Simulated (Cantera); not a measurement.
An adiabatic, constant-pressure homogeneous reactor starts with 13.9 % CH₄, 16.3 % O₂, 61.2 % N₂, 8.59 % CO₂, equivalence ratio 1.7, at 1300 K and 1.20 bar.

Computed with Cantera and GRI-Mech 3.0 (53 species, 325 reactions).

Problem. Predict: time of steepest temperature rise; temperature at 3.00 s; equilibrium temperature; x(O₂) at 3.00 s; x(CO₂) at 3.00 s; x(N₂O) at 3.00 s; x(H₂) at 3.00 s; x(NO₂) at 3.00 s.

Solution. 
```json
{
 "time_of_steepest_temperature_rise": "15.9 ms",
 "temperature at 3.00 s": "2388 K",
 "equilibrium_temperature": "2388 K",
 "x(O₂) at 3.00 s": "7.15e-5 (gas-phase equilibrium 7.15e-5)",
 "x(CO₂) at 3.00 s": "0.0638 (gas-phase equilibrium 0.0638)",
 "x(N₂O) at 3.00 s": "1.47e-8 (gas-phase equilibrium 1.47e-8)",
 "x(H₂) at 3.00 s": "0.0658 (gas-phase equilibrium 0.0658)",
 "x(NO₂) at 3.00 s": "5.86e-9 (gas-phase equilibrium 5.86e-9)"
}
```
